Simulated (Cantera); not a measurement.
Charge: 1 mol MgO, 0.1 mol H₂S, 0.5 mol H₂O, equilibrated at 10000 Pa.

Cantera equilibrium calculation (NASA polynomials, part measured and part estimated; ideal gas, pure solids and liquids). Candidate condensed phases: H₂O, H₂SO₄, Mg, MgO, Mg(OH)₂, MgS, MgSO₄, S; 26 gas species. Equilibrium is a limit: real reactors are often held back by kinetics, nucleation or transport. All values below are at 1523 K.

Base state: H₂O 0.715, H₂ 0.174, S₂ 0.0428, H₂S 0.0371, SO₂ 0.0279, SH 0.00153, SO 0.00135, S₂O 0.000440 (mole fractions); condensed: MgO(s).

Q: What changes in the equilibrium state with this change: 0.0066 mol CH₄ added?

A: 
```tsv
species	before	after
H₂O	0.715	0.692
H₂	0.174	0.190
S₂	0.0428	0.0424
SO₂	0.0279	0.0218
H₂S	0.0371	0.0403
CO₂	0	0.00570
CO	0	0.00421
MgO(s), mol	1.00	1.00
```
Further candidate phases: C, C₆H₆, C₇H₈, C₈H₁₈, MgCO₃.
